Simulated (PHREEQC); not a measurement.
Dissolve 0.22 mol HF, 0.00025 mol NaF and 0.0011 mol H2SiF6 per kg of water at 34 °C. Closed to the air; pH follows from the charge balance.

Model: ion-association model, wateq4f.dat, run in PHREEQC.

- pH = 1.92
- ionic strength = 0.0146 mol/kgw
- total alkalinity = -227 meq/kg

```tsv
species	molality	activity	log γ
HF	0.136	0.136	0.001
H2F2	0.0346	0.0347	0.001
H+	0.0133	0.0120	-0.046
F-	0.00730	0.00643	-0.055
HF2-	0.00405	0.00357	-0.055
SiF6-2	0.00110	0.000680	-0.209
Na+	0.000249	0.000221	-0.053
NaF	8.14e-7	8.17e-7	0.001
```

This is a speciation only: nothing precipitates in the calculation. Complexes and solids missing from the database can't appear. wateq4f.dat counts part of the HF as a dimer, H2F2, which phreeqc.dat doesn't know; its constant is uncertain. SiF6-2 is the database's only silicon fluoride.
